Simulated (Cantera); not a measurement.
**Thermodynamics of iron carbonyl, mercury and lead vapours, feed PbO + CO + N2**

A closed system holds: 1 mol PbO, 0.98 mol CO, 1.8 mol N2, at 1350 °C and 1000 Pa.

Method: chemical equilibrium by Gibbs-energy minimisation in Cantera with the NASA 1993 tables (ideal gas, pure condensed phases). Candidate condensed phases: C, Pb, PbO, PbO2, Pb3O4; 27 gas species. Gases not in the tables: (PbO)n polymers. Rates play no part.

| Item | Result |
|---|---|
| x(N2) | 0.476 |
| x(Pb) | 0.249 |
| x(CO2) | 0.249 |
| x(PbO) | 0.0154 |
| x(CO) | 0.0102 |
| x(O2) | 4.34e-5 |
| x(NO) | 2.39e-5 |
| x(Pb2) | 7.28e-6 |
| x(O) | 1.26e-6 |
| gas amount | 3.780 mol |
| log10 activity of Pb(l) (absent) | -1.47 |
| log10 activity of C(graphite) (absent) | -8.99 |
